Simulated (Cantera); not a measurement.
Ignition delay

Mixture: 1.72 % C3H8, 17.6 % O2, 80.7 % N2, at 22.0 bar, adiabatic and at constant volume. Ignition delay is the time to a rise of 400 K.

Computed with Cantera and GRI-Mech 3.0 (53 species, 325 reactions). GRI-Mech 3.0 was tuned for natural gas; its chemistry of propane as a main component is partial and can be far from experiment. The pressure lies above the range GRI-Mech 3.0 was tuned for (to about 10 atm).

```
T0 (K)  delay (ms)
------  ----------
1198         0.924
1248         0.410
1298         0.188
1348        0.0901
1398        0.0455
1448        0.0243
1498        0.0138
1548       0.00830
```

The apparent activation energy between 1448 and 1548 K is 200 kJ/mol.
